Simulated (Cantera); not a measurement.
# Carbon deposition, reforming and gasification: C + H2O + H2

Input: 1 mol C, a varied amount of H2O, 18 mol H2, at 1025 °C and 100 Torr.

Equilibrium computed with Cantera from the NASA thermochemical tables; the gas is ideal and each condensed phase is pure. Candidate condensed phases: C, C6H6, C7H8, C8H18, H2O; 110 gas species. Equilibrium is a limit: real reactors are often held back by kinetics, nucleation or transport.

From 0.39 mol H2O to 0.87 mol H2O the condensed part is C(graphite). From 1 mol H2O to 2 mol H2O nothing is condensed. The main C-bearing gas is CO throughout.

```tsv
n(H2O) (mol)	log p H2	log p CO	log p H2O	log p CO2	n C(graphite)
0.39	-0.88	-2.56	-5.47	-7.39	0.591
0.55	-0.89	-2.42	-5.34	-7.11	0.432
0.71	-0.89	-2.31	-5.24	-6.90	0.272
0.87	-0.90	-2.23	-5.16	-6.74	0.112
1	-0.90	-2.18	-4.51	-6.03	0
1.2	-0.90	-2.18	-2.89	-4.42	0
1.4	-0.91	-2.19	-2.60	-4.12	0
1.5	-0.91	-2.19	-2.50	-4.03	0
1.7	-0.91	-2.20	-2.36	-3.89	0
1.8	-0.91	-2.20	-2.30	-3.84	0
2	-0.92	-2.21	-2.21	-3.75	0
```
log p: log10 of the partial pressure in bar; n: condensed amount in mol.
